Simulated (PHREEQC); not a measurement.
A solution holds 0.016 mol HF and 0.0022 mol Na2HPO4 per kg of water, at 25 °C. Closed to the air; pH follows from the charge balance.

Computed with PHREEQC (ion-association model, wateq4f.dat).

Precipitation was switched off in this run.

### Question
What pH does the model give?

### Answer
pH 2.75.

### Question
In which forms is P present?

### Answer
H2PO4- 81 %, H3PO4 19 % of the P.

H3PO4, which wateq4f.dat lacks, is added to it with the constant of phreeqc.dat.
